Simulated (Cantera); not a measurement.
# Premixed flame

A freely propagating, adiabatic, planar premixed flame of 20.7 % H2, 17.2 % O2, 62.1 % N2, unburnt at 723 K and 4.10 bar; multicomponent+Soret transport, grid criteria slope 0.08 and curve 0.16, no radiation.

Detailed kinetics in Cantera: the H2/O2 subset of GRI-Mech 3.0, which has no nitrogen chemistry. The hydrogen kinetics of GRI-Mech 3.0 are dated; newer H2 mechanisms differ, most at raised pressure. Burning velocities carry a grid error of a few per cent, more on coarse grids. Lean hydrogen flames are cellular in practice and burn faster than this planar one.

```json
[
 {"z (mm)": "-0.227", "T (K)": "723", "u (m/s)": "5.36", "x H2": "0.207", "x O2": "0.172", "x O": "<1e-8", "x H2O": "1.72e-8", "x OH": "<1e-8", "x H": "<1e-8"},
 {"z (mm)": "-0.152", "T (K)": "723", "u (m/s)": "5.36", "x H2": "0.207", "x O2": "0.172", "x O": "<1e-8", "x H2O": "4.19e-7", "x OH": "<1e-8", "x H": "<1e-8"},
 {"z (mm)": "-0.114", "T (K)": "723", "u (m/s)": "5.35", "x H2": "0.206", "x O2": "0.173", "x O": "<1e-8", "x H2O": "3.89e-6", "x OH": "<1e-8", "x H": "<1e-8"},
 {"z (mm)": "-0.0758", "T (K)": "724", "u (m/s)": "5.33", "x H2": "0.200", "x O2": "0.174", "x O": "1.24e-7", "x H2O": "8.52e-5", "x OH": "1.86e-8", "x H": "1.62e-7"},
 {"z (mm)": "-0.0379", "T (K)": "794", "u (m/s)": "5.64", "x H2": "0.167", "x O2": "0.177", "x O": "3.78e-5", "x H2O": "0.00665", "x OH": "0.000125", "x H": "0.000188"},
 {"z (mm)": "-0.0190", "T (K)": "1044", "u (m/s)": "7.23", "x H2": "0.125", "x O2": "0.167", "x O": "0.000700", "x H2O": "0.0394", "x OH": "0.00108", "x H": "0.00261"},
 {"z (mm)": "0", "T (K)": "1401", "u (m/s)": "9.56", "x H2": "0.0691", "x O2": "0.133", "x O": "0.00421", "x H2O": "0.106", "x OH": "0.00426", "x H": "0.00949"},
 {"z (mm)": "0.0190", "T (K)": "1663", "u (m/s)": "11.3", "x H2": "0.0304", "x O2": "0.0997", "x O": "0.00833", "x H2O": "0.162", "x OH": "0.00930", "x H": "0.0128"},
 {"z (mm)": "0.0379", "T (K)": "1812", "u (m/s)": "12.3", "x H2": "0.0161", "x O2": "0.0851", "x O": "0.00935", "x H2O": "0.186", "x OH": "0.0123", "x H": "0.0108"},
 {"z (mm)": "0.0758", "T (K)": "1963", "u (m/s)": "13.2", "x H2": "0.00909", "x O2": "0.0786", "x O": "0.00734", "x H2O": "0.202", "x OH": "0.0134", "x H": "0.00610"},
 {"z (mm)": "0.152", "T (K)": "2079", "u (m/s)": "13.9", "x H2": "0.00513", "x O2": "0.0772", "x O": "0.00410", "x H2O": "0.212", "x OH": "0.0116", "x H": "0.00237"},
 {"z (mm)": "0.303", "T (K)": "2150", "u (m/s)": "14.3", "x H2": "0.00233", "x O2": "0.0772", "x O": "0.00183", "x H2O": "0.219", "x OH": "0.00847", "x H": "0.000677"},
 {"z (mm)": "0.607", "T (K)": "2183", "u (m/s)": "14.5", "x H2": "0.000956", "x O2": "0.0777", "x O": "0.000758", "x H2O": "0.223", "x OH": "0.00570", "x H": "0.000176"}
]
```
x: mole fraction of selected species; z is measured from the peak of heat release.

```
Item                          Value
------------------------  ---------
laminar burning velocity   536 cm/s
thermal thickness         0.0758 mm
peak x(O)                   0.00938
peak x(OH)                   0.0135
peak x(H)                    0.0128
grid points                     102
```
